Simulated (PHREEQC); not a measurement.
1 kg of water holding 0.022 mol Na2CO3, 0.16 mol Na2SO4 and 0.0033 mol NaCl is evaporated at 20 °C; the solids stay in contact with the brine. CO2 from the air is kept out. Only these solids could form: Burkeite, Halite, Mirabilite, Nahcolite, Natron, Thenardite, Trona.

The numbers come from PHREEQC with the Pitzer model, pitzer.dat.

```
water left (kg)  ionic strength  water activity  Mirabilite (mol)  Burkeite (mol)  Natron (mol)  Cl in solution (mol/kgw)
---------------  --------------  --------------  ----------------  --------------  ------------  ------------------------
1                         0.548           0.992                 0               0             0                   0.00330
0.8219                    0.667           0.991                 0               0             0                   0.00402
0.6755                    0.812           0.989                 0               0             0                   0.00489
0.5552                    0.988           0.987                 0               0             0                   0.00594
0.4563                     1.20           0.985                 0               0             0                   0.00723
0.3751                     1.46           0.982                 0               0             0                   0.00880
0.3083                     1.78           0.978                 0               0             0                    0.0107
0.2534                     2.17           0.974                 0               0             0                    0.0130
0.2082                     2.64           0.969                 0               0             0                    0.0158
0.1712                     3.21           0.963                 0               0             0                    0.0193
0.1407                     3.90           0.956                 0               0             0                    0.0235
0.1136                     4.53           0.950            0.0113               0             0                    0.0291
0.08626                    4.67           0.948            0.0487               0             0                    0.0383
0.0638                     4.87           0.945            0.0794               0             0                    0.0517
0.04541                    5.20           0.941             0.104               0             0                    0.0727
0.03037                    5.80           0.933             0.124               0             0                     0.109
0.01813                    7.11           0.915             0.140               0             0                     0.182
0.008455                   11.4           0.844             0.151               0             0                     0.390
0.004369                   13.3           0.795             0.138         0.00843      0.000367                     0.755
```

Mirabilite from water left = 0.1136 kg (pH 11.35); Burkeite from water left = 0.004369 kg (pH 12.08); Natron from water left = 0.004369 kg (pH 12.08).
